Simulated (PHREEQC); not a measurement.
Make-up at 25 °C: 0.0091 mol Ag2SO4, 4.2e-05 mol NaCl and 0.2 mol Zn(NO3)2 per kg of water. Closed to the air; pH follows from the charge balance.

Equilibrium calculation in PHREEQC: ion-association model, wateq4f.dat.

Precipitation was switched off in this run.

### Question
Order these Cl species by the share of Cl that they hold, largest first: Cl-, AgCl, ZnCl+.

### Answer
AgCl (92 %), Cl- (7.3 %), ZnCl+ (0.89 %)

The pH is 5.16 and the ionic strength 0.603 mol/kgw. Saturation is exceeded, for instance for Cerargyrite; the values hold only as long as no solid forms.
